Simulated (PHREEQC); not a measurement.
A column of 0.2 m (30 cells, dispersivity 0.01 m, 720 s a shift, diffusion coefficient 3e-10 m²/s) holds 0.31 eq of the database's cation exchanger X per kg of pore water, first in equilibrium with 0.00093 mol MnCl2 and 1e-05 mol HCl per kg of water. It is flushed with 0.063 mol CaCl2 and 1e-05 mol HCl per kg of water, at 40 °C. Values are for the last cell. The system is closed to CO2. Precipitation was switched off in this run.

Model: ion-association model, phreeqc.dat, run in PHREEQC.

Question: Predict Ca in solution (mol/kgw), Mn in solution (mol/kgw) at pore volumes = 0, 1.183, 2.35, 4.45, 4.683.

Answer: 
| pore volumes | Ca in solution (mol/kgw) | Mn in solution (mol/kgw) |
|---|---|---|
| 0 | 0 | 0.000930 |
| 1.183 | 1.17e-10 | 0.0479 |
| 2.35 | 0.000363 | 0.0625 |
| 4.45 | 0.0602 | 0.00279 |
| 4.683 | 0.0614 | 0.00160 |

Constants without temperature data keep their 25 °C values here.
